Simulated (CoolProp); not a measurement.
Properties of carbon dioxide along the isobar 6.72 MPa.

The numbers come from the reference Helmholtz-energy equation of state, Span 1996 in CoolProp.

| T (K) | phase | Z | Joule-Thomson coefficient (K/MPa) | expansivity (1/kK) | conductivity (mW/(m K)) |
|---|---|---|---|---|---|
| 293.4 | liquid | 0.1517 | 1.162 | 14.41 | 88.1 |
| 312 | gas | 0.6135 | 9.092 | 16.21 | 30.1 |
| 330.7 | gas | 0.7190 | 7.942 | 8.802 | 26.8 |
| 349.3 | gas | 0.7819 | 6.929 | 6.406 | 26.6 |
| 367.9 | gas | 0.8258 | 6.086 | 5.157 | 27.1 |
| 386.5 | gas | 0.8585 | 5.384 | 4.374 | 28.0 |
| 405.1 | gas | 0.8838 | 4.793 | 3.831 | 29.0 |
| 423.7 | gas | 0.9039 | 4.292 | 3.429 | 30.2 |
| 442.4 | gas | 0.9202 | 3.860 | 3.116 | 31.4 |
| 461 | gas | 0.9335 | 3.490 | 2.867 | 32.7 |
| 479.6 | gas | 0.9446 | 3.169 | 2.661 | 34.1 |
| 498.2 | gas | 0.9539 | 2.887 | 2.489 | 35.5 |
| 516.8 | gas | 0.9618 | 2.639 | 2.341 | 36.8 |
| 535.5 | gas | 0.9686 | 2.418 | 2.212 | 38.3 |
| 554.1 | gas | 0.9743 | 2.222 | 2.100 | 39.7 |

Thermal conductivity comes from a separate model (Huber 2016).
